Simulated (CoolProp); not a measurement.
Nitrogen along the isobar 1.56 MPa: Z from the reference equation and from simpler models built on Tc = 126.2 K, pc = 3.396 MPa, ω = 0.037; each cubic takes its own stable root.

Computed with CoolProp (reference Helmholtz-energy equation of state, Span 2000).

```csv
T (K),phase,reference,van der Waals,Redlich-Kwong,Soave-Redlich-Kwong,Peng-Robinson
75,liquid,0.08544,0.1238,0.08436,0.08507,0.07541
101.6,liquid,0.07561,0.1107,0.07808,0.07813,0.06900
128.2,gas,0.8359,0.8504,0.8329,0.8331,?
154.8,gas,?,0.9130,0.9121,0.9145,0.9010
181.4,gas,0.9522,0.9449,0.9489,0.9526,0.9414
208,gas,?,0.9635,0.9689,0.9734,0.9639
234.6,gas,0.9837,0.9752,0.9807,0.9857,0.9775
261.2,gas,0.9912,0.9830,0.9882,0.9933,0.9862
287.8,gas,0.9960,0.9884,0.9931,0.9982,0.9920
314.4,gas,0.9993,0.9923,0.9965,1.001,0.9960
```

Fill in the missing entries.


- 128.2, Peng-Robinson: 0.8168
- 154.8, reference: 0.9158
- 208, reference: 0.9720
